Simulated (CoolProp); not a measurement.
Vapour-liquid equilibrium of propane (1) + n-butane (2) at 321.9 K; x and y are mole fractions of (1).

Computed with CoolProp (multi-fluid Helmholtz-energy mixture model, Lemmon 2009 and Bücker 2006; pair parameters Kunz 2012).

```tsv
x	bubble pressure, mixture model (MPa)	bubble pressure, Raoult's law (MPa)	y, mixture model	y, Raoult's law
0.05	0.5307	0.5392	0.128	0.155
0.15	0.6351	0.6579	0.329	0.380
0.25	0.7427	0.7766	0.478	0.537
0.35	0.8535	0.8954	0.594	0.652
0.45	0.9675	1.014	0.686	0.740
0.55	1.085	1.133	0.763	0.809
0.65	1.206	1.252	0.828	0.866
0.75	1.331	1.370	0.884	0.912
0.85	1.461	1.489	0.933	0.952
0.95	1.597	1.608	0.979	0.985
```

The largest gap from Raoult's law is -4.7 % in bubble pressure, at x = 0.35. No azeotrope shows between x = 0.05 and 0.95.

Pair parameters are fitted to limited data, so mixtures are less certain than the pure fluids.
